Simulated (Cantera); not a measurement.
An adiabatic, constant-volume homogeneous reactor starts with H2 : O2 : N2 = 1 : 0.238 : 0.895 (molar parts), equivalence ratio 2.1, at 1075 K and 65000 Pa. Integrator tolerance rtol = 1e-08.

Computed with Cantera and GRI-Mech 3.0 (53 species, 325 reactions).

```json
[
 {"quantity": "time of steepest temperature rise", "before": "0.174 ms", "after": "0.179 ms"},
 {"quantity": "temperature at 1.00 s", "before": "2768 K", "after": "2544 K"},
 {"quantity": "equilibrium temperature", "before": "2768 K", "after": "2544 K"},
 {"quantity": "x(H2) at 1.00 s", "before": "0.261 (gas-phase equilibrium 0.261)", "after": "0.266 (gas-phase equilibrium 0.266)"},
 {"quantity": "x(O2) at 1.00 s", "before": "0.000203 (gas-phase equilibrium 0.000203)", "after": "7.01e-5 (gas-phase equilibrium 7.01e-5)"},
 {"quantity": "x(NO2) at 1.00 s", "before": "2.22e-8 (gas-phase equilibrium 2.22e-8)", "after": "4.37e-9 (gas-phase equilibrium 4.37e-9)"},
 {"quantity": "x(OH) at 1.00 s", "before": "0.00755 (gas-phase equilibrium 0.00755)", "after": "0.00389 (gas-phase equilibrium 0.00389)"},
 {"quantity": "x(NO) at 1.00 s", "before": "0.000841 (gas-phase equilibrium 0.000841)", "after": "0.000350 (gas-phase equilibrium 0.000350)"},
 {"quantity": "x(H) at 1.00 s", "before": "0.0306 (gas-phase equilibrium 0.0306)", "after": "0.0196 (gas-phase equilibrium 0.0196)"},
 {"quantity": "x(N2O) at 1.00 s", "before": "4.44e-8 (gas-phase equilibrium 4.44e-8)", "after": "1.20e-8 (gas-phase equilibrium 1.20e-8)"}
]
```

**Question.** Name the change that produced these shifts.
A. constant pressure in place of constant volume
B. pressure from 65000 Pa to 2200000 Pa
C. initial temperature 1075 to 1700 K
D. initial temperature 1075 to 1750 K

**Answer.** A, constant pressure in place of constant volume
